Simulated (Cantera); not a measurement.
A diamond (100) surface in a fixed gas of H2 with x(CH4) = 0.011, x(H) = 0.001, x(CH3) = 2.3e-05, at 1073 K; coverages are run to steady state.

Model: the Harris–Goodwin 1993 mechanism for the reconstructed diamond (100) surface, integrated in Cantera.

One state of this run: growth (µm/h) = 1.74; θ c6HH = 0.537; θ c6H* = 0.0246; θ c6*H = 0.416; θ c6** = 0.0136; θ c6HM = 0.00653. θ: site fractions in the mechanism's names (c6HH fully hydrogenated, c6H* and c6*H radical sites, c6** diradical, c6HM methylated).

### Question
Which value of P (Pa) does it belong to?
(A) 6100
(B) 9400
(C) 3900
(D) 15000

### Answer
D, 15000
